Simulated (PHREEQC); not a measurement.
Alkaline etch or developer (model solution)

Make-up at 25 °C: 15 mmol/kgw TMAH, 2.6 mmol/kgw H3BO3 and 1.7 mmol/kgw (CH3)4NCl. Closed to the air; pH follows from the charge balance.

Equilibrium calculation in PHREEQC: ion-association model, phreeqc.dat.

Each row changes one thing in this solution. Precipitation was switched off in this run.

```csv
case,pH,ionic strength (mol/kgw)
as made,12.03,0.0167
H3BO3 left out,?,0.0167
(CH3)4NCl from 0.0017 to 0.0034 mol/kgw,12.03,0.0184
(CH3)4NCl from 0.0017 to 0.017 mol/kgw,?,0.0320
(CH3)4NCl left out,12.03,0.0150
diluted 10-fold with water,?,0.00167
```

**Question.** Complete the blanks.

**Answer.** 
- H3BO3 left out, pH: 12.11
- (CH3)4NCl from 0.0017 to 0.017 mol/kgw, pH: 12.01
- diluted 10-fold with water, pH: 11.07

(CH3)4N+ isn't in the database: it is added as a free cation with an ion size of 4 Å.
